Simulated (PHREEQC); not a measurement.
## Brine: an equilibrium model

Consider water at 31 °C with 0.61 mol/kgw KCl and 0.0001 mol/kgw H4SiO4. Closed to the air; pH follows from the charge balance.

Equilibrium calculation in PHREEQC: Pitzer model, pitzer.dat.

```json
{
  "pH": "6.68",
  "ionic_strength": "0.610 mol/kgw",
  "activity_of_water": "0.980",
  "specific_conductance": "71700 µS/cm",
  "density": "1.023 g/cm³",
  "osmotic_coefficient": "0.900"
}
```

```json
[
 {"species": "Cl-", "molality": "0.610", "activity": "0.388", "log γ": "-0.197"},
 {"species": "K+", "molality": "0.610", "activity": "0.388", "log γ": "-0.197"},
 {"species": "H4SiO4", "molality": "9.98e-5", "activity": "0.000103", "log γ": "0.013"},
 {"species": "H+", "molality": "2.72e-7", "activity": "2.09e-7", "log γ": "-0.115"},
 {"species": "H3SiO4-", "molality": "1.65e-7", "activity": "8.88e-8", "log γ": "-0.269"},
 {"species": "OH-", "molality": "1.08e-7", "activity": "7.40e-8", "log γ": "-0.163"}
]
```

No solid was allowed to form. Complexes and solids missing from the database can't appear.
